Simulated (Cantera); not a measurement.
**Gas-phase reforming**

An isothermal, constant-pressure homogeneous reactor starts with CH4 : CO2 : H2O = 1 : 0.79 : 0.021 (molar parts), at 2123 K and 1.00 atm.

Cantera simulation using GRI-Mech 3.0 (53 species, 325 reactions); the numbers are that mechanism's predictions, not measurements.

| t (s) | x CH4 | x CO2 | x CH2CO | x H | x O2 | x CH3 | x O |
|---|---|---|---|---|---|---|---|
| 0.000700 | 0.0135 | 0.0425 | 0.000227 | 0.00212 | 4.26e-8 | 0.00164 | 1.87e-7 |
| 0.00145 | 0.0109 | 0.0275 | 0.000152 | 0.00224 | 2.90e-8 | 0.00128 | 1.68e-7 |
| 0.00299 | 0.00895 | 0.0191 | 8.18e-5 | 0.00235 | 1.41e-8 | 0.000977 | 1.28e-7 |
| 0.00619 | 0.00662 | 0.0116 | 3.72e-5 | 0.00244 | 5.39e-9 | 0.000682 | 8.68e-8 |
| 0.0128 | 0.00438 | 0.00595 | 1.45e-5 | 0.00252 | 1.49e-9 | 0.000434 | 4.95e-8 |
| 0.0265 | 0.00258 | 0.00235 | 4.93e-6 | 0.00258 | 2.43e-10 | 0.000250 | 2.12e-8 |
| 0.0547 | 0.00132 | 0.000574 | 1.42e-6 | 0.00260 | 1.49e-11 | 0.000126 | 5.40e-9 |
| 0.113 | 0.000616 | 4.90e-5 | 3.85e-7 | 0.00261 | <1e-12 | 5.87e-5 | 4.68e-10 |
| 0.234 | 0.000480 | 8.93e-7 | 2.56e-7 | 0.00261 | <1e-12 | 4.57e-5 | 1.02e-11 |
| 0.484 | 0.000479 | 5.30e-7 | 2.55e-7 | 0.00261 | <1e-12 | 4.56e-5 | 6.79e-12 |
| 1.00 | 0.000479 | 5.30e-7 | 2.55e-7 | 0.00261 | <1e-12 | 4.56e-5 | 6.79e-12 |
x: mole fraction; the columns are a selection and need not sum to one.

Equilibrium at this temperature and pressure: CH4 0.000479, CO2 5.32e-7, CH2CO 2.55e-7, H 0.00261, O2 <1e-12, CH3 4.56e-5, O 6.81e-12 (gas phase only).
